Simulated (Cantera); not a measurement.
Counterflow diffusion flame

A counterflow diffusion flame at 1.00 atm, nozzles 20 mm apart: fuel side 100 % CH3OH at 350 K, oxidiser side 20.0 % O2, 80.0 % N2 at 750 K, fuel mass flux 1.5 times the oxidiser's; mixture-averaged transport, no radiation.

Detailed kinetics in Cantera: GRI-Mech 3.0 (53 species, 325 reactions). GRI-Mech 3.0 was tuned for natural gas; its chemistry of methanol as a main component is partial and can be far from experiment. GRI-Mech 3.0 has no aromatics or soot, which form on the fuel side of real flames. The maximum strain rate includes the flame's own expansion and is several times the mean.

```
oxidiser flux (kg/m²/s)  max strain (1/s)  mean strain (1/s)  T max (K)  peak x OH  peak x H  peak x NO  peak x CO  peak x C2H2
-----------------------  ----------------  -----------------  ---------  ---------  --------  ---------  ---------  -----------
0.25                                  212               43.5       2179     0.0112   0.00736   0.000130      0.181     0.000133
0.36                                  295               62.7       2139     0.0114   0.00828    9.62e-5      0.180     0.000170
0.5                                   398               87.0       2097     0.0114   0.00911    7.41e-5      0.177     0.000210
0.71                                  551                124       2051     0.0113   0.00999    5.80e-5      0.175     0.000258
0.99                                  753                172       2008     0.0112    0.0108    4.78e-5      0.172     0.000308
1.4                                  1040                244       1967     0.0111    0.0117    4.04e-5      0.169     0.000364
2                                    1470                348       1921     0.0107    0.0125    3.37e-5      0.166     0.000412
2.8                                  2020                487       1877     0.0103    0.0131    2.82e-5      0.163     0.000438
3.9                                  2780                679       1835    0.00976    0.0135    2.31e-5      0.159     0.000436
5.5                                  3860                957       1794    0.00913    0.0137    1.82e-5      0.156     0.000401
```
x: mole fraction; the columns are a selection and need not sum to one.
